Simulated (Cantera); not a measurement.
Feed: 1 mol TEOS, 0.086 mol O2, 2.1 mol H2, 5.3 mol CO2, equilibrated at 2048 K and 100 Torr.

Cantera equilibrium calculation (NASA polynomials, part measured and part estimated; ideal gas, pure solids and liquids). Candidate condensed phases: C, C6H6, C7H8, C8H18, H2O, Si, SiC, SiO2; 123 gas species. The feed counts by its element totals alone. The tables hold silica as quartz up to 1696 K and as liquid above; real silica turns to tridymite and cristobalite and melts near 1996 K. Kinetics and transport are ignored.

Base state: CO 0.500, H2 0.442, SiO 0.0367, H2O 0.0135, H 0.00408, CO2 0.00321, OH 1.36e-5 (mole fractions); condensed: SiO2(l).

Task: What changes in the equilibrium state with this change: O2 from 0.086 to 1 mol?

Result: 
```tsv
species	before	after
CO	0.500	0.505
H2	0.442	0.421
H2O	0.0135	0.0482
SiO	0.0367	0.00980
CO2	0.00321	0.0122
OH	1.36e-5	4.96e-5
H	0.00408	0.00398
SiO2(l), mol	0.0295	0.748
```

Task: What changes in the equilibrium state with this change: temperature from 2048 K to 1673.15 K?

Result: 
```csv
species,before,after
CO,0.500,0.516
H2,0.442,0.472
SiO,0.0367,0.0118
H2O,0.0135,4.51e-5
OH,1.36e-5,<1e-9
CH4,2.08e-9,1.46e-5
CO2,0.00321,1.49e-5
H,0.00408,0.000215
"SiO2(l), mol",0.0295,0
"SiC(s), mol",0,0.0754
"SiO2(β-quartz), mol",0,0.622
```
Mutual solubility and eutectic melting of coexisting phases are not modelled.
